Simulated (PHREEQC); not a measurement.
Dissolve 0.0088 mol PbCl2, 7e-05 mol HF and 0.0025 mol Na2SO4 per kg of water at 25 °C. Closed to the air; pH follows from the charge balance.

All values are PHREEQC results (ion-association model, wateq4f.dat), not measurements.

```
quantity                      before    after
---------------------------  -------  -------
pH                              4.26     3.41
ionic strength (mol/kgw)      0.0252   0.0256
Cl- (mol/kgw)                 0.0156   0.0156
Pb+2 (mol/kgw)               0.00565  0.00565
PbCl+ (mol/kgw)              0.00190  0.00190
SO4-2 (mol/kgw)              0.00126  0.00125
SI of Larnakite (PbO:PbSO4)    +0.61    -1.09
SI of Matlockite (PbClF)       +0.77    +1.63
```

### Question
Name the change that produced these shifts.
A) diluted 5-fold with water
B) Na2SO4 from 0.0025 to 0.00125 mol/kgw
C) diluted 2-fold with water
D) HF from 7e-05 to 0.0007 mol/kgw
E) temperature from 25 to 85 °C

### Answer
D, HF from 7e-05 to 0.0007 mol/kgw

Precipitation was switched off in this run. Some of these states are supersaturated (in Anglesite, Matlockite, for instance).
